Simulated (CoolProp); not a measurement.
Saturated liquid density (kg/m³) of R1234ze(Z): the reference equation beside estimates from Tc = 423.3 K, pc = 3.531 MPa, ω = 0.327. Rackett uses Z = 0.29056 − 0.08775 ω.

The numbers come from the reference Helmholtz-energy equation of state, Akasaka 2019 in CoolProp.

```json
[
 {"T (K)": "304.4", "reference": "1208", "Rackett": "1110", "van der Waals": "641.9", "Soave-Redlich-Kwong": "978.4", "Peng-Robinson": "1108"},
 {"T (K)": "307.4", "reference": "1199", "Rackett": "1102", "van der Waals": "637.7", "Soave-Redlich-Kwong": "971.2", "Peng-Robinson": "1100"},
 {"T (K)": "310.4", "reference": "1191", "Rackett": "1095", "van der Waals": "633.4", "Soave-Redlich-Kwong": "963.9", "Peng-Robinson": "1092"},
 {"T (K)": "313.3", "reference": "1183", "Rackett": "1087", "van der Waals": "629.2", "Soave-Redlich-Kwong": "956.6", "Peng-Robinson": "1084"},
 {"T (K)": "316.3", "reference": "1174", "Rackett": "1079", "van der Waals": "624.8", "Soave-Redlich-Kwong": "949.0", "Peng-Robinson": "1076"},
 {"T (K)": "319.3", "reference": "1166", "Rackett": "1071", "van der Waals": "620.3", "Soave-Redlich-Kwong": "941.1", "Peng-Robinson": "1067"},
 {"T (K)": "322.3", "reference": "1157", "Rackett": "1064", "van der Waals": "615.8", "Soave-Redlich-Kwong": "933.1", "Peng-Robinson": "1058"},
 {"T (K)": "325.3", "reference": "1148", "Rackett": "1055", "van der Waals": "611.2", "Soave-Redlich-Kwong": "925.0", "Peng-Robinson": "1049"},
 {"T (K)": "328.2", "reference": "1139", "Rackett": "1047", "van der Waals": "606.6", "Soave-Redlich-Kwong": "916.9", "Peng-Robinson": "1040"},
 {"T (K)": "331.2", "reference": "1130", "Rackett": "1039", "van der Waals": "601.8", "Soave-Redlich-Kwong": "908.3", "Peng-Robinson": "1031"},
 {"T (K)": "334.2", "reference": "1121", "Rackett": "1031", "van der Waals": "597.0", "Soave-Redlich-Kwong": "899.6", "Peng-Robinson": "1021"},
 {"T (K)": "337.2", "reference": "1111", "Rackett": "1022", "van der Waals": "592.0", "Soave-Redlich-Kwong": "890.6", "Peng-Robinson": "1011"},
 {"T (K)": "340.2", "reference": "1102", "Rackett": "1013", "van der Waals": "587.0", "Soave-Redlich-Kwong": "881.5", "Peng-Robinson": "1000"},
 {"T (K)": "343.1", "reference": "1092", "Rackett": "1005", "van der Waals": "582.0", "Soave-Redlich-Kwong": "872.4", "Peng-Robinson": "990.1"},
 {"T (K)": "346.1", "reference": "1082", "Rackett": "995.8", "van der Waals": "576.8", "Soave-Redlich-Kwong": "862.7", "Peng-Robinson": "979.3"}
]
```

Absolute difference from the reference over all 15 rows, mean and median: Rackett 8.1 and 8.1 %, van der Waals 46.8 and 46.8 %, Soave-Redlich-Kwong 19.5 and 19.4 %, Peng-Robinson 8.7 and 8.6 %.
